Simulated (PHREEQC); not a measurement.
PHREEQC input (Pitzer model, pitzer.dat):

```
SOLUTION 1
  temp 25
  units mol/kgw
  pH 7 charge
  Cl 1.256
  Ca 0.41
  Na 0.43
  K 0.006
END
USE solution 1
INCREMENTAL_REACTIONS false
REACTION 1
  H2O -1
  0 9.886 18.011 24.689 30.178 34.689 38.397 41.444
  43.949 46.007 47.699 49.089 50.232 51.172 moles
EQUILIBRIUM_PHASES 1
  Halite 0 0
  Portlandite 0 0
  Sylvite 0 0
SELECTED_OUTPUT 1
  -reset false
  -pH true
  -pe true
  -ionic_strength true
  -water true
  -activities H2O
  -totals Ca Cl K Na
  -molalities H+ Na+ K+ Ca+2 Cl- OH-
  -equilibrium_phases Halite Portlandite Sylvite
PRINT
  -reset false
END
```

Selected output (columns that matter, 14 of 14 rows; water left (kg) added in front):

```
water left (kg)	pH	mu	Ca	Cl	K	Na	m_H+	m_Na+	m_K+	m_Ca+2	m_Cl-	m_OH-	la_H2O	Halite
1	6.6818	1.666	0.41	1.256	0.006	0.43	1.983e-07	0.43	0.006	0.41	1.256	1.983e-07	-0.015685	0
0.821894	6.6287	2.027	0.49885	1.5282	0.0073002	0.52318	2.0211e-07	0.52318	0.0073002	0.49885	1.5282	2.0211e-07	-0.019616	0
0.675514	6.5655	2.4663	0.60695	1.8593	0.0088821	0.63655	2.0498e-07	0.63655	0.0088821	0.60695	1.8593	2.0498e-07	-0.024712	0
0.555203	6.4901	3.0007	0.73847	2.2622	0.010807	0.77449	2.0657e-07	0.77449	0.010807	0.73847	2.2622	2.0657e-07	-0.031405	0
0.456313	6.3995	3.651	0.89851	2.7525	0.013149	0.94234	2.0656e-07	0.94234	0.013149	0.89851	2.7525	2.0656e-07	-0.040308	0
0.375043	6.2904	4.4422	1.0932	3.3489	0.015998	1.1465	2.0464e-07	1.1465	0.015998	1.0932	3.3489	2.0464e-07	-0.0523	0
0.30824	6.1582	5.4049	1.3301	4.0748	0.019465	1.395	2.0065e-07	1.395	0.019465	1.3301	4.0748	2.0065e-07	-0.068648	0
0.253345	5.9977	6.576	1.6183	4.9577	0.023683	1.6973	1.946e-07	1.6973	0.023683	1.6183	4.9577	1.946e-07	-0.091149	0
0.208215	5.8022	8.0014	1.9691	6.0322	0.028816	2.0652	1.8677e-07	2.0652	0.028816	1.9691	6.0322	1.8677e-07	-0.12239	0
0.171138	5.5731	9.62	2.3957	7.2243	0.035059	2.3978	1.8246e-07	2.3978	0.035059	2.3957	7.2243	1.8246e-07	-0.1621	0.019649
0.140655	5.3763	10.567	2.9149	7.6516	0.042658	1.7791	2.2333e-07	1.7791	0.042658	2.9149	7.6516	2.2333e-07	-0.18012	0.17976
0.115613	5.1214	11.864	3.5463	8.3174	0.051897	1.1729	2.7624e-07	1.1729	0.051897	3.5463	8.3174	2.7624e-07	-0.21019	0.2944
0.0950203	4.7875	13.667	4.3149	9.3524	0.063144	0.65951	3.4262e-07	0.65951	0.063144	4.3149	9.3524	3.4262e-07	-0.26128	0.36733
0.0780853	4.3513	16.137	5.2507	10.886	0.076839	0.30794	4.2847e-07	0.30794	0.076839	5.2507	10.886	4.2847e-07	-0.34626	0.40595
```
